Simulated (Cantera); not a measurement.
## Thermodynamics of metals in furnace atmospheres, feed Fe + O₂ + H₂

Charge: 1 mol Fe, 1.4 mol O₂, 51 mol H₂, at 0.120 bar.

Equilibrium computed with Cantera from the NASA thermochemical tables; the gas is ideal and each condensed phase is pure. Candidate condensed phases: Fe, FeO, Fe(OH)₂, Fe(OH)₃, Fe₂O₃, Fe₃O₄, H₂O; 12 gas species. Equilibrium is a limit: real reactors are often held back by kinetics, nucleation or transport.

From 800 K to 1100 K the condensed part is Fe(α). From 1200 K to 1600 K the condensed part is Fe(γ). From 1700 K to 1800 K the condensed part is Fe(δ). From 1900 K to 2000 K the condensed part is Fe(l).

| T (K) | log p H₂ | log p H₂O | log p H | log p Fe | log p OH | log p FeO | log p Fe(OH)₂ | n Fe(α) | n Fe(γ) | n Fe(δ) | n Fe(l) |
|---|---|---|---|---|---|---|---|---|---|---|---|
| 800 | -0.95 | -2.18 | -12.01 | <-12 | <-12 | <-12 | -12.71 | 1.00 | 0 | 0 | 0 |
| 900 | -0.95 | -2.18 | -10.40 | <-12 | <-12 | <-12 | -11.55 | 1.00 | 0 | 0 | 0 |
| 1000 | -0.95 | -2.18 | -9.12 | <-12 | <-12 | <-12 | -10.62 | 1.00 | 0 | 0 | 0 |
| 1100 | -0.95 | -2.18 | -8.06 | -11.90 | -11.65 | <-12 | -9.86 | 1.00 | 0 | 0 | 0 |
| 1200 | -0.95 | -2.18 | -7.18 | -10.30 | -10.51 | <-12 | -9.23 | 0 | 1.00 | 0 | 0 |
| 1300 | -0.95 | -2.18 | -6.43 | -8.96 | -9.55 | <-12 | -8.70 | 0 | 1.000 | 0 | 0 |
| 1400 | -0.95 | -2.18 | -5.79 | -7.81 | -8.72 | -11.65 | -8.25 | 0 | 1.000 | 0 | 0 |
| 1500 | -0.95 | -2.18 | -5.23 | -6.82 | -8.01 | -10.46 | -7.85 | 0 | 1.000 | 0 | 0 |
| 1600 | -0.95 | -2.18 | -4.74 | -5.96 | -7.38 | -9.42 | -7.50 | 0 | 1.000 | 0 | 0 |
| 1700 | -0.95 | -2.18 | -4.30 | -5.20 | -6.83 | -8.51 | -7.19 | 0 | 0 | 0.997 | 0 |
| 1800 | -0.95 | -2.18 | -3.92 | -4.53 | -6.33 | -7.70 | -6.92 | 0 | 0 | 0.987 | 0 |
| 1900 | -0.95 | -2.18 | -3.57 | -3.95 | -5.89 | -7.00 | -6.69 | 0 | 0 | 0 | 0.952 |
| 2000 | -0.95 | -2.18 | -3.26 | -3.44 | -5.50 | -6.37 | -6.49 | 0 | 0 | 0 | 0.844 |
log p: log10 of the partial pressure in bar; n: condensed amount in mol.
